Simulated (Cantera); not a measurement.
Charge: 1 mol SiH₂Cl₂, 2.2 mol N₂, at 66.0 Pa.

Equilibrium computed with Cantera from the NASA thermochemical tables; the gas is ideal and each condensed phase is pure. Candidate condensed phases: NH₄Cl, Si, Si₃N₄; 28 gas species. N₂ is the only nitrogen source here; it is nearly inert below about 1500 K, so the nitride shown seldom forms there in practice. Kinetics and transport are ignored.

Over these rows the condensed part is Si₃N₄(s). Partial pressures as log10 of bar:

```csv
T (K),1000/T (1/K),log p SiCl₄,log p N₂,log p HCl,log p H₂,log p SiCl₂
1373,0.7283,-5.33,-3.50,-3.72,-4.10,-4.23
1398,0.7153,-5.56,-3.50,-3.76,-4.07,-4.15
1423,0.7027,-5.81,-3.49,-3.80,-4.04,-4.10
1448,0.6906,-6.07,-3.49,-3.84,-4.01,-4.05
1473,0.6789,?,-3.49,-3.89,-3.98,-4.01
1498,0.6676,-6.59,-3.48,-3.94,-3.96,-3.98
```

Task: Fit log p(SiCl₄) = a + b·(1000/T) to the five rows, give the apparent enthalpy, and predict the row at 1473 K.

Result: Means: 1000/T = 0.7009, log p = -5.872. Sxy = 0.045404, Sxx = 0.0021763, so b = 20.86 and a = -5.872 − (20.86)×0.7009 = -20.49.
Apparent enthalpy: −19.145 × (20.86) = -399 kJ/mol. With the condensed phases at unit activity, 2/3 N₂(g) + 2 SiCl₂(g) = SiCl₄(g) + 1/3 Si₃N₄(s) links this pressure to the main gases: over the six rows their terms move log p by +0.51 in all, so the slope isn't that reaction's ΔH° alone. The five rows lie within 0.03 of the line.
Prediction at 1473 K: -20.49 + (20.86)×0.6789 = -6.33. The computed value is -6.33, 0.00 from the line.
